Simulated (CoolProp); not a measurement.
Computed with CoolProp (reference Helmholtz-energy equation of state, McLinden 2020).

Q: For R1336mzz(Z), give the phase and the speed of sound (m/s), Joule-Thomson coefficient (K/MPa) at 500 K and 0.138 bar; 500 K and 19.1 bar.

A: 
- 500 K and 0.138 bar: gas; speed of sound 163, Joule-Thomson coefficient 6.92
- 500 K and 19.1 bar: gas; speed of sound 140, Joule-Thomson coefficient 8.07
